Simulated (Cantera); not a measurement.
A closed system holds: 1 mol B, 0.23 mol H2O, 0.9 mol N2, held at 850 °C and 130 Pa.

Cantera equilibrium calculation (NASA polynomials, part measured and part estimated; ideal gas, pure solids and liquids). Candidate condensed phases: B, BN, B2O3, B3O3H3, H2O; 39 gas species. N2 is the only nitrogen source here; it is nearly inert below about 1500 K, so the nitride shown seldom forms there in practice. Mutual solubility and eutectic melting of coexisting phases are not modelled. Kinetics and transport are ignored.

Problem. What is the equilibrium state?

Solution. 
- x(N2): 0.674
- x(H2): 0.325
- x(H2O): 0.000287
- x(HBO2): 0.000120
- x(HBO): 3.23e-6
- n(BN(s)): 0.847 mol
- n(B2O3(l)): 0.0765 mol
- gas amount: 0.7066 mol
- log10 activity of B(s) (absent): -5.53
- log10 activity of B3O3H3(s) (absent): -16.58
